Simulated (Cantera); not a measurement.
Input: 1 mol PbO, 1.7 mol CO, 0.49 mol H2, held at 10.0 mbar.

Cantera equilibrium calculation (NASA polynomials, part measured and part estimated; ideal gas, pure solids and liquids). Candidate condensed phases: C, C6H6, C7H8, C8H18, H2O, Pb, PbO, PbO2, Pb3O4; 113 gas species. Gases not in the tables: (PbO)n polymers. Kinetics and transport are ignored.

log p: log10 of the partial pressure in bar; n: condensed amount in mol.

| T (K) | log p CO | log p CO2 | log p Pb | log p H2 | log p H2O | log p H | log p PbO | n Pb(l) |
|---|---|---|---|---|---|---|---|---|
| 1100 | -2.38 | -2.46 | -3.92 | -2.92 | -2.99 | -9.05 | -8.96 | 0.973 |
| 1200 | -2.39 | -2.50 | -3.19 | -3.00 | -2.96 | -8.20 | -7.65 | 0.849 |
| 1300 | -2.48 | -2.61 | -2.58 | -3.14 | -3.03 | -7.53 | -6.54 | 0.221 |
| 1400 | -2.51 | -2.66 | -2.50 | -3.22 | -3.03 | -6.92 | -6.04 | 0 |
| 1500 | -2.50 | -2.67 | -2.50 | -3.25 | -3.01 | -6.38 | -5.68 | 0 |
| 1600 | -2.49 | -2.68 | -2.50 | -3.29 | -2.99 | -5.91 | -5.36 | 0 |
| 1700 | -2.49 | -2.68 | -2.51 | -3.32 | -2.98 | -5.49 | -5.08 | 0 |
| 1800 | -2.48 | -2.69 | -2.51 | -3.34 | -2.97 | -5.12 | -4.83 | 0 |
| 1900 | -2.48 | -2.70 | -2.51 | -3.37 | -2.96 | ___ | ___ | 0 |
| 2000 | -2.48 | -2.70 | -2.51 | -3.39 | -2.96 | -4.48 | -4.42 | 0 |
| 2100 | -2.47 | -2.71 | -2.51 | -3.41 | -2.96 | -4.21 | -4.25 | 0 |
| 2200 | -2.47 | -2.73 | -2.52 | -3.43 | -2.97 | ___ | ___ | 0 |
| 2300 | -2.46 | -2.75 | -2.53 | -3.45 | -2.99 | -3.74 | -4.00 | 0 |

Task: Some entries are withheld; supply them.

Result: 
- 2200, log p H: -3.97
- 2200, log p PbO: -4.11
- 1900, log p H: -4.78
- 1900, log p PbO: -4.61
